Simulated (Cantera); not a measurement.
Charge: 1 mol Si, 0.66 mol F2, 0.43 mol H2, equilibrated at 277 °C and 1.70 mbar.

Equilibrium computed with Cantera from the NASA thermochemical tables; the gas is ideal and each condensed phase is pure. Candidate condensed phases: Si; 25 gas species. Equilibrium is a limit: real reactors are often held back by kinetics, nucleation or transport.

Base state: H2 0.564, SiF4 0.432, SiHF3 0.00392, SiH2F2 2.76e-5 (mole fractions); condensed: Si(s).

Problem. What changes in the equilibrium state with this change: pressure from 1.70 mbar to 5.20 mbar?

Solution. 
| species | before | after |
|---|---|---|
| H2 | 0.564 | 0.564 |
| SiF4 | 0.432 | 0.431 |
| SiHF3 | 0.00392 | 0.00517 |
| SiH2F2 | 2.76e-5 | 4.82e-5 |
| Si(s), mol | 0.669 | 0.669 |
